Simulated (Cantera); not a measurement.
A closed system holds: 1 mol n-butane, 14 mol H₂, 0.89 mol N₂, 0.18 mol O₂, equilibrated at 150 Torr.

Equilibrium computed with Cantera from the NASA thermochemical tables; the gas is ideal and each condensed phase is pure. Candidate condensed phases: C, C₆H₆, C₇H₈, C₈H₁₈, H₂O; 136 gas species. Equilibrium is a limit: real reactors are often held back by kinetics, nucleation or transport. All values below are at 1473 K.

Base state: H₂ 0.938, N₂ 0.0439, CO 0.0178, CH₄ 0.000516, HCN 0.000177, H 2.74e-5 (mole fractions); condensed: C(graphite).

Q: What changes in the equilibrium state with this change: O₂ from 0.18 to 0.86 mol?

A: 
| species | before | after |
|---|---|---|
| H₂ | 0.938 | 0.879 |
| CO | 0.0178 | 0.0796 |
| N₂ | 0.0439 | 0.0411 |
| H₂O | 6.98e-6 | 2.93e-5 |
| CH₄ | 0.000516 | 0.000453 |
| HCN | 0.000177 | 0.000166 |
| H | 2.74e-5 | 2.65e-5 |
| C(graphite), mol | 3.63 | 2.27 |
